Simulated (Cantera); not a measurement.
A closed system holds: 1 mol BF₃, 0.91 mol H₂O, 2.1 mol N₂.

These are equilibrium values from Cantera (NASA tables, ideal gas, pure condensed phases), not measurements of a reactor. Candidate condensed phases: B, BN, B₂O₃, B₃O₃H₃, H₂O; 62 gas species. The tables' values for BF₂ are old estimates. Gases not in the tables: H₃BO₃. Equilibrium is a limit: real reactors are often held back by kinetics, nucleation or transport.

Stable condensed phases, one row left out:

```
T in °C \ P in Pa
             10     32    100    320   1000   3200  10000  32000 100000
   1802       A      A      A      A      A      A      A      A      A
   1702       A      A      A      A      A      A      A      A      A
   1602       A      A      A      A      A      A      A      A      A
   1502       A      A      A      A      A      A      A      A      A
   1402       A      A      A      A      A      A      A      A      A
   1302       A      A      A      A      A      A      A      A      A
   1202       A      A      A      A      A      A      A      A      A
   1002       A      A      A      A      B      B      B      B      B
```

A: gas only; B: B₂O₃.

Q: Give the row for 1102 °C.

A: 10: gas only; 32: gas only; 100: gas only; 320: gas only; 1000: gas only; 3200: gas only; 10000: gas only; 32000: B₂O₃; 100000: B₂O₃.
